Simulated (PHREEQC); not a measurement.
City or well water

A made-up water analysis in mmol/kgw, 75 °C, pH 8.03, pe 8.6: Na 1.23; K 0.11; Ca 2.16; Mg 2.34; Cl 1.78; S(6) 0.486; Alkalinity (meq/kgw) 7.4; O(0) (counted as O atoms) 0.0265; Cu(2) 0.0241; Ba 0.00142; B 0.00762; N(5) 0.00295; Li 0.0768.

Valence states are taken as typed.

The numbers come from PHREEQC with the ion-association model, wateq4f.dat.

No solid was allowed to form.

Q: Estimate the ionic strength, charge-balance error.

A: ionic strength 0.0127 mol/kgw; charge-balance error 1.8 %.

Q: In which forms is Ba present?

A: Ba+2 79 %, BaHCO3+ 14 %, BaSO4 4.2 %, BaCO3 2.9 % of the Ba.

Saturation is exceeded, for instance for Malachite, Cu(OH)2; the values hold only as long as no solid forms. At this temperature some constants are extrapolated from 25 °C, and those without enthalpy data are left unchanged. The database's constant for dissolved Cu(OH)2 is higher than later reviews accept.
